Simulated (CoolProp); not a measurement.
Vapour-liquid equilibrium of carbon dioxide (1) + CH3F (R41) (2) at 1.18 MPa; x and y are mole fractions of (1).

Model: multi-fluid Helmholtz-energy mixture model, Span 1996 and Lemmon 2006; pair parameters Bell 2016, in CoolProp.

| x | bubble temperature (K) | y at the bubble point | dew temperature at overall composition x (K) | liquid density (mol/L) |
|---|---|---|---|---|
| 0.05 | 253.2 | 0.075 | 253.6 | 21.84 |
| 0.125 | 251.7 | 0.179 | 252.5 | 22.08 |
| 0.2 | 250.3 | 0.275 | 251.4 | 22.32 |
| 0.275 | 249.0 | 0.365 | 250.3 | 22.56 |
| 0.35 | 247.7 | 0.449 | 249.2 | 22.80 |
| 0.425 | 246.5 | 0.529 | 248.1 | 23.04 |
| 0.5 | 245.3 | 0.605 | 246.9 | 23.29 |
| 0.575 | 244.1 | 0.676 | 245.8 | 23.54 |
| 0.65 | 242.9 | 0.744 | 244.5 | 23.79 |
| 0.725 | 241.8 | 0.808 | 243.3 | 24.04 |
| 0.8 | 240.6 | 0.867 | 241.9 | 24.29 |
| 0.875 | 239.5 | 0.921 | 240.4 | 24.55 |
| 0.95 | 238.4 | 0.970 | 238.8 | 24.80 |

No azeotrope shows between x = 0.05 and 0.95.

The pair parameters rest on a limited set of measurements; away from them the model extrapolates.
